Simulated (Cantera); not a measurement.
An isothermal, constant-pressure homogeneous reactor starts with 17.9 % CH4, 82.1 % N2, at 1475 K and 7.50 Torr.

Model: GRI-Mech 3.0 (53 species, 325 reactions), integrated in Cantera. GRI-Mech 3.0 stops at C3 and has no aromatics, soot or wall deposition, so with more carbon than oxygen in the feed, carbon stays in small species such as C2H2 where larger ones or solid carbon would form. Radical loss at walls, strong at low pressure, is not modelled.

One state of this run: x CH4 = 0.148; x CH2 = 4.44e-8; x H = 5.70e-6; x CH3 = 0.000428; x C2H4 = 0.00362. x: mole fraction; the columns are a selection and need not sum to one.

Problem. Which value of t (s) does it belong to?
A) 4.84
B) 10.0
C) 2.34
D) 0.0301

Solution. C, 2.34
